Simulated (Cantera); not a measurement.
# toluene + NH3 + N2 (carbon deposition, reforming and gasification)

Input: 1 mol toluene, 1.1 mol NH3, 0.48 mol N2, equilibrated at 1998 K.

Equilibrium computed with Cantera from the NASA thermochemical tables; the gas is ideal and each condensed phase is pure. Candidate condensed phases: C, C6H6, C7H8, C8H18; 92 gas species. The ideal-gas law is rough above about 30 bar. Equilibrium is a limit: real reactors are often held back by kinetics, nucleation or transport.

| P (Pa) | log p H2 | log p N2 | log p H | log p CH4 | log p HCN | log p C2H2 (acetylene) | log p NH3 | n C(graphite) |
|---|---|---|---|---|---|---|---|---|
| 10 | -4.14 | -4.85 | -4.87 | -11.66 | -6.33 | -7.26 | -13.34 | 6.96 |
| 46 | -3.44 | -4.17 | -4.52 | -10.26 | -5.64 | -6.56 | -11.95 | 6.96 |
| 220 | -2.75 | -3.48 | -4.17 | -8.86 | -4.95 | -5.87 | -10.56 | 6.96 |
| 1000 | -2.08 | -2.82 | -3.84 | -7.53 | -4.29 | -5.20 | -9.23 | 6.95 |
| 4600 | -1.41 | -2.16 | -3.50 | -6.20 | -3.62 | -4.54 | -7.90 | 6.95 |
| 22000 | -0.73 | -1.48 | -3.16 | -4.84 | -2.94 | -3.85 | -6.53 | 6.95 |
| 100000 | -0.08 | -0.82 | -2.83 | -3.52 | -2.28 | -3.20 | -5.22 | 6.95 |
| 460000 | 0.59 | -0.16 | -2.50 | -2.20 | -1.62 | -2.53 | -3.89 | 6.95 |
| 2200000 | 1.26 | 0.53 | -2.16 | -0.84 | -0.94 | -1.86 | -2.54 | 6.91 |
| 10000000 | 1.91 | 1.19 | -1.84 | 0.45 | -0.28 | -1.21 | -1.24 | 6.77 |
log p: log10 of the partial pressure in bar; n: condensed amount in mol.

From 0.0750 Torr to 75000 Torr the condensed part is C(graphite). The main C-bearing gas is HCN at 0.0750 Torr and CH4 at 75000 Torr.
